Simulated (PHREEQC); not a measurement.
Consider water at 20 °C with 12 mmol/kgw NaOH and 1.7 mmol/kgw K2SiO3. Closed to the air; pH follows from the charge balance.

The numbers come from PHREEQC with the ion-association model, wateq4f.dat.

Precipitation was switched off in this run.

Question: Order these Si species by the share of Si that they hold, largest first: H2SiO4-2, H4SiO4, H3SiO4-.

Answer: H3SiO4- (89 %), H2SiO4-2 (11 %), H4SiO4 (0.36 %)

The pH is 12.24 and the ionic strength 0.0156 mol/kgw.
